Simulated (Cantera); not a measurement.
Charge: 1 mol PbO, 0.14 mol O₂, 3.1 mol N₂.

These are equilibrium values from Cantera (NASA tables, ideal gas, pure condensed phases), not measurements of a reactor. Candidate condensed phases: Pb, PbO, PbO₂, Pb₃O₄; 12 gas species. Equilibrium is a limit: real reactors are often held back by kinetics, nucleation or transport.

### Question
What condenses at these points (T in K, P in Pa): (823, 150000); (473, 22000); (623, 150000); (573, 3200); (823, 460)?

### Answer
| T (K) | P in Pa | condensed phases | Pb condensed (%) |
|---|---|---|---|
| 823 | 150000 | PbO | 100.0 |
| 473 | 22000 | PbO + Pb₃O₄ | 100.0 |
| 623 | 150000 | PbO | 100.0 |
| 573 | 3200 | PbO | 100.0 |
| 823 | 460 | PbO | 100.0 |
